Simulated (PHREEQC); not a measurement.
Dissolve 0.0026 mol/kgw NH4HF2, 0.0042 mol/kgw (NH4)2SiF6, 0.06 mol/kgw H3AsO4 and 0.00015 mol/kgw H2SO4 at 72 °C. Closed to the air; pH follows from the charge balance.

Computed with PHREEQC (ion-association model, wateq4f.dat).

| quantity | before | after |
|---|---|---|
| pH | 1.99 | 1.61 |
| H2AsO4- (mol/kgw) | 0.0169 | 0.00884 |
| HF (mol/kgw) | 0.0138 | 0.0167 |
| SiF6-2 (mol/kgw) | 0.00265 | 0.00221 |
| SI of Chalcedony (SiO2) | +0.27 | +0.39 |

Q: Name the change that produced these shifts.
A. 0.026 mol/kgw HBr added
B. NH4HF2 from 0.0026 to 0.00052 mol/kgw
C. (NH4)2SiF6 from 0.0042 to 0.00042 mol/kgw
D. NH4HF2 from 0.0026 to 0.0013 mol/kgw
E. 0.00068 mol/kgw KF added

A: A, 0.026 mol/kgw HBr added

This is a speciation only: nothing precipitates in the calculation. Some of these states are supersaturated (in Quartz (slow to form), Chalcedony (slow to form), for instance). Constants without temperature data keep their 25 °C values here. SiF6-2 is the database's only silicon fluoride.
